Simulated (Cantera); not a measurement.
Input: 1 mol PbO, 1.8 mol H₂, 0.76 mol O₂, held at 675 K and 75.0 Torr.

Equilibrium computed with Cantera from the NASA thermochemical tables; the gas is ideal and each condensed phase is pure. Candidate condensed phases: H₂O, Pb, PbO, PbO₂, Pb₃O₄; 12 gas species. Kinetics and transport are ignored.

Question: What is the equilibrium state?

Answer: 
```
Quantity                                 Value
-----------------------------------  ---------
x(H₂O)                                   1.000
x(H₂)                                  3.11e-5
n(Pb(l))                             0.280 mol
n(PbO(red))                          0.720 mol
gas amount                           1.800 mol
log10 activity of Pb₃O₄(s) (absent)     -11.67
log10 activity of PbO₂(s) (absent)      -12.54
```
